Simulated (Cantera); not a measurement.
A closed system holds: 1 mol Al, 13 mol N2, held at 15.0 mbar.

Equilibrium computed with Cantera from the NASA thermochemical tables; the gas is ideal and each condensed phase is pure. Candidate condensed phases: Al, AlN; 5 gas species. Kinetics and transport are ignored.

Problem. Which condensed phases are stable at each of these points (T (°C)): 525, 725, 925, 1125, 1325, 1525, 1725, 1925?

Solution. 
```tsv
T (°C)	condensed phases	Al condensed (%)
525	AlN(s)	100.0
725	AlN(s)	100.0
925	AlN(s)	100.0
1125	AlN(s)	100.0
1325	AlN(s)	100.0
1525	AlN(s)	99.8
1725	AlN(s)	86.3
1925	gas only	0.0
```

From 525 °C to 1725 °C the condensed part is AlN(s). At 1925 °C nothing is condensed.
